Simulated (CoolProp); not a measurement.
Carbon dioxide at 298.15 K and 4.08 MPa flows at 0.36 m/s in a round tube of 25 mm bore and 0.25 µm roughness, fully developed (64/Re and Nu = 3.66 if laminar; Colebrook and Gnielinski if turbulent). Each further row changes one setting.

Computed with CoolProp (reference Helmholtz-energy equation of state, Span 1996).

```
case               Reynolds number  Darcy friction factor  pressure drop (Pa/m)  heat-transfer coefficient (W/(m² K))  mass flow (kg/h)
-----------------  ---------------  ---------------------  --------------------  ------------------------------------  ----------------
as stated                    54300                      ?                     ?                                     ?              61.1
velocity 0.72 m/s           109000                 0.0177                  17.7                                     ?               122
diameter 50 mm              109000                 0.0177                  2.20                                   106                 ?
```

Fill in the missing entries.


- as stated, Darcy friction factor: 0.0205
- as stated, pressure drop (Pa/m): 5.11
- as stated, heat-transfer coefficient (W/(m² K)): 121
- velocity 0.72 m/s, heat-transfer coefficient (W/(m² K)): 212
- diameter 50 mm, mass flow (kg/h): 244

Viscosity comes from a separate model (Laesecke 2017). Thermal conductivity comes from a separate model (Huber 2016).
